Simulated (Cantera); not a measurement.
A closed system holds: 1 mol CH₂F₂, 1.3 mol H₂, 0.36 mol HCl, at 1625 K and 5700 Pa.

Cantera equilibrium calculation (NASA polynomials, part measured and part estimated; ideal gas, pure solids and liquids). Candidate condensed phases: C, C₆H₆, C₇H₈, C₈H₁₈; 118 gas species. The numbers say what is thermodynamically allowed, not how fast it happens.

Base state: HF 0.546, H₂ 0.355, HCl 0.0983, H 0.000176, Cl 3.84e-5, C₂H₂ (acetylene) 1.26e-5, CH₄ 1.06e-5 (mole fractions); condensed: C(graphite).

Problem. What changes in the equilibrium state with this change: temperature from 1625 K to 3548 K?

Solution. 
| species | before | after |
|---|---|---|
| H | 0.000176 | 0.492 |
| HF | 0.546 | 0.272 |
| F | 1.71e-8 | 0.0602 |
| H₂ | 0.355 | 0.0319 |
| C₃ | <1e-9 | 0.0337 |
| C | <1e-9 | 0.0259 |
| C₂ | <1e-9 | 0.0107 |
| Cl | 3.84e-5 | 0.0555 |
| HCl | 0.0983 | 0.00544 |
| CF | <1e-9 | 0.00642 |
| C₂H | <1e-9 | 0.00492 |
| C₅ | <1e-9 | 0.000320 |
| CH | <1e-9 | 0.000232 |
| C₄ | <1e-9 | 0.000155 |
| C(graphite), mol | 1.000 | 0 |
The tables' values for CCl are old estimates; treat these amounts as uncertain.

Problem. What changes in the equilibrium state with this change: temperature from 1625 K to 2698.15 K?

Solution. 
| species | before | after |
|---|---|---|
| HF | 0.546 | 0.506 |
| H₂ | 0.355 | 0.272 |
| H | 0.000176 | 0.123 |
| Cl | 3.84e-5 | 0.0218 |
| HCl | 0.0983 | 0.0693 |
| C₂H | <1e-9 | 0.000306 |
| C₃ | <1e-9 | 0.000151 |
| C₄H₂ | <1e-9 | 6.20e-5 |
| C(graphite), mol | 1.000 | 0.944 |
